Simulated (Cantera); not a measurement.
An adiabatic, constant-pressure homogeneous reactor starts with C₃H₈ : O₂ : N₂ = 2.5 : 3.85 : 14.5 (molar parts), equivalence ratio 3.2, at 1800 K and 1.38 atm.

Model: GRI-Mech 3.0 (53 species, 325 reactions), integrated in Cantera. GRI-Mech 3.0 was tuned for natural gas; its chemistry of propane as a main component is partial and can be far from experiment.

### Question
Predict: time of steepest temperature rise; temperature at 2.00 s; equilibrium temperature; x(O₂) at 2.00 s.

### Answer
```json
{
  "time_of_steepest_temperature_rise": "10.3 µs",
  "temperature at 2.00 s": "2303 K",
  "equilibrium_temperature": "2303 K",
  "x(O₂) at 2.00 s": "1.05e-9 (gas-phase equilibrium 1.05e-9)"
}
```
